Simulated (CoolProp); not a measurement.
Vapour-liquid equilibrium of trans-2-butene (1) + acetone (2) at 257.6 K; x and y are mole fractions of (1).

Values from CoolProp's multi-fluid Helmholtz-energy mixture model, Lemmon 2005 and Lemmon 2006; pair parameters Bell 2016.

Problem. Give the bubble pressure and the first vapour's composition at x = 0.2, 0.5, 0.8. Is there an azeotrope?

Solution. x = 0.2: 0.3176 bar, y = 0.896; x = 0.5: 0.4355 bar, y = 0.934; x = 0.8: 0.4706 bar, y = 0.950. No azeotrope shows between x = 0.05 and 0.95.

Pair parameters are fitted to limited data, so mixtures are less certain than the pure fluids. With so large a gap from Raoult's law the liquid may split in two, which this calculation doesn't test in full.
